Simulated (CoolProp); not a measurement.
Saturation properties of nitrogen (Tc = 126.2 K, pc = 3.396 MPa, ω = 0.037).

Model: reference Helmholtz-energy equation of state, Span 2000, in CoolProp.

```csv
T (K),p (MPa),liquid density (kg/m³),vapour density (kg/m³),liquid cp (kJ/(kg K)),liquid viscosity (µPa s),liquid conductivity (mW/(m K))
69.3,0.03475,841.5,1.724,2.013,228,161
72.9,0.05788,[?],2.754,[?],193,154
76.5,0.09150,810.0,4.198,2.038,166,[?]
80.1,0.1384,793.5,6.151,2.056,145,139
83.8,0.2035,776.0,8.803,2.081,126,132
87.4,0.2865,758.3,12.13,2.112,112,125
91,0.3923,739.8,[?],2.153,99.6,118
94.6,0.5241,720.5,21.61,2.206,89.1,111
98.2,0.6854,700.0,28.14,2.275,79.9,[?]
101.8,0.8798,678.3,36.21,2.368,71.8,96.6
105.4,1.111,654.8,46.18,2.495,64.5,[?]
```

Q: Complete the blanks.

A: 
- 72.9, liquid density (kg/m³): 825.9
- 72.9, liquid cp (kJ/(kg K)): 2.023
- 76.5, liquid conductivity (mW/(m K)): 146
- 91, vapour density (kg/m³): 16.35
- 98.2, liquid conductivity (mW/(m K)): 104
- 105.4, liquid conductivity (mW/(m K)): 89.5

It boils at 77.4 K under 1 atm.

Viscosity comes from a separate model (Lemmon 2004). Thermal conductivity comes from a separate model (Lemmon 2004).
